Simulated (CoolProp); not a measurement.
n-dodecane along the isotherm 346.85 °C: fugacity coefficient from the reference equation and from simpler models built on Tc = 385.0 °C, pc = 1.818 MPa, ω = 0.574; each cubic takes its own stable root.

Model: reference Helmholtz-energy equation of state, Lemmon 2004, in CoolProp. It is a short technical equation, of lower accuracy than the large ones.

```json
[
 {"p (MPa)": "0.182", "phase": "gas", "reference": "0.9498", "van der Waals": "0.9658", "Redlich-Kwong": "0.9598", "Soave-Redlich-Kwong": "0.9574", "Peng-Robinson": "0.9535"},
 {"p (MPa)": "0.364", "phase": "gas", "reference": "0.9006", "van der Waals": "0.9316", "Redlich-Kwong": "0.9200", "Soave-Redlich-Kwong": "0.9153", "Peng-Robinson": "0.9080"},
 {"p (MPa)": "0.545", "phase": "gas", "reference": "0.8528", "van der Waals": "0.8977", "Redlich-Kwong": "0.8808", "Soave-Redlich-Kwong": "[?]", "Peng-Robinson": "0.8633"},
 {"p (MPa)": "0.727", "phase": "gas", "reference": "0.8053", "van der Waals": "0.8635", "Redlich-Kwong": "0.8416", "Soave-Redlich-Kwong": "0.8320", "Peng-Robinson": "0.8189"},
 {"p (MPa)": "0.909", "phase": "gas", "reference": "0.7582", "van der Waals": "0.8291", "Redlich-Kwong": "0.8024", "Soave-Redlich-Kwong": "0.7901", "Peng-Robinson": "0.7747"},
 {"p (MPa)": "1.27", "phase": "liquid", "reference": "0.6159", "van der Waals": "0.7586", "Redlich-Kwong": "0.7226", "Soave-Redlich-Kwong": "0.6578", "Peng-Robinson": "0.6386"},
 {"p (MPa)": "1.45", "phase": "liquid", "reference": "0.5469", "van der Waals": "0.7162", "Redlich-Kwong": "0.6502", "Soave-Redlich-Kwong": "0.5865", "Peng-Robinson": "[?]"},
 {"p (MPa)": "1.64", "phase": "liquid", "reference": "[?]", "van der Waals": "0.6505", "Redlich-Kwong": "0.5866", "Soave-Redlich-Kwong": "0.5282", "Peng-Robinson": "0.5107"},
 {"p (MPa)": "1.82", "phase": "liquid", "reference": "0.4480", "van der Waals": "0.6007", "Redlich-Kwong": "0.5386", "Soave-Redlich-Kwong": "0.4842", "Peng-Robinson": "0.4673"},
 {"p (MPa)": "2", "phase": "liquid", "reference": "0.4132", "van der Waals": "0.5598", "Redlich-Kwong": "0.4992", "Soave-Redlich-Kwong": "0.4482", "Peng-Robinson": "[?]"},
 {"p (MPa)": "2.18", "phase": "liquid", "reference": "0.3842", "van der Waals": "0.5257", "Redlich-Kwong": "0.4664", "Soave-Redlich-Kwong": "[?]", "Peng-Robinson": "0.4020"},
 {"p (MPa)": "2.36", "phase": "liquid", "reference": "0.3596", "van der Waals": "0.4969", "Redlich-Kwong": "0.4385", "Soave-Redlich-Kwong": "0.3928", "Peng-Robinson": "0.3769"},
 {"p (MPa)": "2.54", "phase": "liquid", "reference": "0.3385", "van der Waals": "0.4722", "Redlich-Kwong": "0.4146", "Soave-Redlich-Kwong": "0.3710", "Peng-Robinson": "0.3554"},
 {"p (MPa)": "2.73", "phase": "liquid", "reference": "0.3194", "van der Waals": "0.4498", "Redlich-Kwong": "0.3929", "Soave-Redlich-Kwong": "0.3512", "Peng-Robinson": "0.3357"}
]
```

Problem. Complete the blanks.

Solution. 
- 0.545, Soave-Redlich-Kwong: 0.8737
- 1.45, Peng-Robinson: 0.5682
- 1.64, reference: 0.4905
- 2, Peng-Robinson: 0.4317
- 2.18, Soave-Redlich-Kwong: 0.4182

At some of these states van der Waals, Redlich-Kwong gives the other phase, because its saturation line lies elsewhere.
